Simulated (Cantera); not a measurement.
Predominance diagram of Ta at 1800 K against the partial pressures of O2 and CO (log10, bar). Source: NASA polynomial tables (part measured, part estimated), evaluated in Cantera. Candidates: Ta(s), TaC(s), Ta2O5(s). Only these pure phases compete in this equilibrium. TaC: taken at fixed stoichiometry. Not in the tables: Ta2C.

```
log p(CO) \ log p(O2)
        columns: -16, -15.2, -14.3, -13.4, -12.6, -11.8, -10.9, -10, -9.2, -8.4, -7.5, -6.6, -5.8, -5, -4.1, -3.2, -2.4, -1.6, -0.7, 0.1, 1
      0  A B B B C C C C C C C C C A A A A A A A A
   -1.1  B B B B C C C C C C C C C C C C A A A A A
   -2.2  B B B C C C C C C C C C C C C C C C A A A
   -3.3  B B C C C C C C C C C C C C C C C C C C C
   -4.4  D D C C C C C C C C C C C C C C C C C C C
   -5.6  D D C C C C C C C C C C C C C C C C C C C
   -6.7  D D C C C C C C C C C C C C C C C C C C C
   -7.8  D D C C C C C C C C C C C C C C C C C C C
   -8.9  D D C C C C C C C C C C C C C C C C C C C
    -10  D D C C C C C C C C C C C C C C C C C C C
```

A: out of reach (another gas would pass 10 bar, or a non-metal would condense); B: TaC(s); C: Ta2O5(s); D: Ta(s).
